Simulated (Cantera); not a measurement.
Charge: 1 mol Si₃N₄, 0.38 mol H₂, 0.45 mol C, 0.0001 mol CO₂, held at 10.0 mbar.

Cantera equilibrium calculation (NASA polynomials, part measured and part estimated; ideal gas, pure solids and liquids). Candidate condensed phases: C, C₆H₆, C₇H₈, C₈H₁₈, H₂O, Si, SiC, SiO₂, Si₂N₂O, Si₃N₄; 151 gas species. Mutual solubility and eutectic melting of coexisting phases are not modelled. Gases not in the tables: Si₂H₆ and higher silanes. The numbers say what is thermodynamically allowed, not how fast it happens.

**Question.** Which condensed phases are stable at each of these points (T (°C)): 1377, 1477, 1577, 1677, 1777, 1877, 1977, 2077, 2177, 2277, 2377, 2477, 2577?

**Answer.** 
```
T (°C)   condensed phases  Si condensed (%)
------  -----------------  ----------------
1377    SiC(s) + Si₃N₄(s)             100.0
1477    SiC(s) + Si₃N₄(s)             100.0
1577       Si(l) + SiC(s)              99.9
1677       Si(l) + SiC(s)              99.8
1777       Si(l) + SiC(s)              99.3
1877       Si(l) + SiC(s)              97.8
1977       Si(l) + SiC(s)              93.6
2077       Si(l) + SiC(s)              82.0
2177       Si(l) + SiC(s)              41.3
2277             gas only               0.0
2377             gas only               0.0
2477             gas only               0.0
2577             gas only               0.0
```

From 1377 °C to 1477 °C the condensed part is SiC(s) + Si₃N₄(s). From 1577 °C to 2177 °C the condensed part is Si(l) + SiC(s). From 2277 °C to 2577 °C nothing is condensed.
